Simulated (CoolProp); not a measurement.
A single-stage vapour-compression cycle with the fluid: evaporating at 309.15 K (dew point), condensing at 339.15 K (bubble point), superheat 5 K, subcooling 8 K, compressor efficiency 0.8, no pressure losses. The same conditions are run with several fluids, on thermodynamics alone (safety and materials aside).

The numbers come from the reference Helmholtz-energy equation of state of each fluid (n-perfluorohexane: Gao 2022; sulfur dioxide: Gao 2016; chlorine: Thol 2021; CH2F2 (R32): Tillner-Roth 1997; isobutane: Bücker 2006; ethanol: Schroeder 2014) in CoolProp.

```
fluid              cooling COP  pressure ratio  discharge temperature (K)  refrigerating effect (kJ/kg)  volumetric capacity (kJ/m³)
-----------------  -----------  --------------  -------------------------  ----------------------------  ---------------------------
n-perfluorohexane         7.37            2.91                      339.1                          70.7                          441
sulfur dioxide            7.51               …                      384.4                           317                         4730
chlorine                  7.33               …                          …                           219                         7000
CH2F2 (R32)                  …            1.99                      367.3                           208                            …
isobutane                 7.43               …                          …                           269                            …
ethanol                   7.83            4.19                      384.3                           858                          221
```

Complete the blanks.


- sulfur dioxide, pressure ratio: 2.30
- chlorine, pressure ratio: 1.98
- chlorine, discharge temperature (K): 382.7
- CH2F2 (R32), cooling COP: 6.36
- CH2F2 (R32), volumetric capacity (kJ/m³): 12900
- isobutane, pressure ratio: 2.09
- isobutane, discharge temperature (K): 342.4
- isobutane, volumetric capacity (kJ/m³): 3230

The compression ends wet for: n-perfluorohexane.
